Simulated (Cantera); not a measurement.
What does this Cantera script print?

```python
import numpy as np
import cantera as ct

gas_names = """
    B BH BH2 BH3 BN BO BO2 B2 B2O B2O2 B2O3 B3O3H3 H HBO HBO2 HNO HNO2 HNO3 HO2 H2 H2O H2O2 H3B3O6 N NH
    NH2 NH3 NH2OH NO NO2 NO3 N2 N2H2 N2H4 N2O O OH O2 O3
""".split()
cond_names = """
    B(b) B(L) BN(s) B2O3(L) B3O3H3(cr) H2O(s) H2O(L)
""".split()


# ... load() reads the species with a 1 bar reference pressure and builds the phases ...
atoms = {
    'B2O3': {'B': 2, 'O': 3},
    'H2': {'H': 2},
    'N2': {'N': 2},
}
top_T = {'BN(s)': 3200}  # K; cautious upper limits of use, not melting points


# ... equilibrate(T, P, feed) seeds the gas with the atoms and calls Mixture.equilibrate('TP', solver="vcs", rtol=1e-11, max_steps=5000) ...
results = []
feed = {'B2O3': 1, 'H2': 54, 'N2': 1.7}  # mol
T = 2223  # K
P = 100000  # Pa
mix = equilibrate(T, P, feed)
results.append((T, P, feed, dict(zip(mix.species_names, mix.species_moles))))
print(gas.report(threshold=0.0001))
for i in range(1, mix.n_phases):
    print(f"{mix.phase(i).name:16s} {mix.phase_moles(i):12.5e} mol")
```

Result:

```
       temperature   2223 K
          pressure   1e+05 Pa
           density   0.021493 kg/m^3
  mean mol. weight   3.9726 kg/kmol
   phase of matter   gas

                          1 kg             1 kmol
                     ---------------   ---------------
          enthalpy        1.2908e+07         5.128e+07  J
   internal energy        8.2558e+06        3.2797e+07  J
           entropy             50818        2.0188e+05  J/K
    Gibbs function       -1.0006e+08        -3.975e+08  J
 heat capacity c_p            9069.7             36030  J/K
 heat capacity c_v            6976.7             27716  J/K

                      mass frac. Y      mole frac. X     chem. pot. / RT
                     ---------------   ---------------   ---------------
                BO         0.0095849         0.0014203           -35.392
              B2O2         0.0094204        0.00069797           -70.785
              B2O3          0.041982         0.0023957            -97.11
                 H         0.0015644         0.0061656           -9.9495
               HBO           0.12532          0.017898           -45.342
              HBO2           0.10607         0.0096171           -71.667
                H2           0.47011           0.92637           -19.899
               H2O          0.025151         0.0055461           -46.224
                N2           0.21062          0.029867           -30.814
     [  +30 minor]        0.00017465         2.459e-05

B(b)              0.00000e+00 mol
BN(s)             0.00000e+00 mol
B2O3(L)           0.00000e+00 mol
```

Method: chemical equilibrium by Gibbs-energy minimisation in Cantera with the NASA 1993 tables (ideal gas, pure condensed phases).
